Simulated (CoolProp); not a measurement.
Saturated liquid density (kg/m³) of tetrahydrofuran: the reference equation beside estimates from Tc = 540.2 K, pc = 53.04 bar, ω = 0.234.

Computed with CoolProp (reference Helmholtz-energy equation of state, Fiedler 2023).

```tsv
T (K)	reference	van der Waals	Redlich-Kwong	Soave-Redlich-Kwong	Peng-Robinson
285.8	895.4	549.1	813.6	830.4	935.2
301.9	877.8	539.2	797.1	815.7	919.5
318.1	859.7	528.9	779.5	799.9	902.5
334.2	841.4	518.1	761.0	783.1	884.4
350.3	?	506.9	741.4	765.0	864.9
366.5	803.1	495.0	720.5	745.5	843.6
382.6	783.1	482.5	698.4	724.6	820.6
398.7	?	?	674.8	701.9	?
414.8	740.4	455.2	649.6	?	768.2
431	717.1	440.0	622.2	650.1	737.8
447.1	692.3	423.7	592.7	620.4	704.1
463.2	665.4	405.7	560.4	?	666.3
```

Task: Complete the blanks.

Result: 
- 350.3, reference: 822.6
- 398.7, reference: 762.2
- 398.7, van der Waals: 469.3
- 398.7, Peng-Robinson: 795.6
- 414.8, Soave-Redlich-Kwong: 677.2
- 463.2, Soave-Redlich-Kwong: 587.2

Absolute difference from the reference over all 12 rows, mean and median: van der Waals 38.6 and 38.5 %, Redlich-Kwong 11.3 and 10.6 %, Soave-Redlich-Kwong 8.1 and 7.4 %, Peng-Robinson 3.9 and 4.6 %.
